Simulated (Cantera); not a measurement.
Feed: 1 mol SiHCl3, 37 mol N2, 0.4 mol H2, equilibrated at 1275 K and 1.00 Torr.

These are equilibrium values from Cantera (NASA tables, ideal gas, pure condensed phases), not measurements of a reactor. Candidate condensed phases: NH4Cl, Si, Si3N4; 28 gas species. N2 is the only nitrogen source here; it is nearly inert below about 1500 K, so the nitride shown seldom forms there in practice. The tables' values for SiCl3 are old estimates; treat these amounts as uncertain. Equilibrium is a limit: real reactors are often held back by kinetics, nucleation or transport.

Base state: N2 0.944, HCl 0.0407, SiCl2 0.00520, SiCl4 0.00503, H2 0.00284, SiCl3 0.00201, SiHCl3 1.42e-5, Cl 1.31e-5 (mole fractions); condensed: Si3N4(s).

Q: What changes in the equilibrium state with this change: SiHCl3 replaced by SiH2Cl2?

A: 
| species | before | after |
|---|---|---|
| N2 | 0.944 | 0.939 |
| HCl | 0.0407 | 0.0462 |
| H2 | 0.00284 | 0.0130 |
| SiCl2 | 0.00520 | 0.00146 |
| SiCl4 | 0.00503 | 0.000398 |
| SiCl3 | 0.00201 | 0.000299 |
| Si3N4(s), mol | 0.175 | 0.305 |
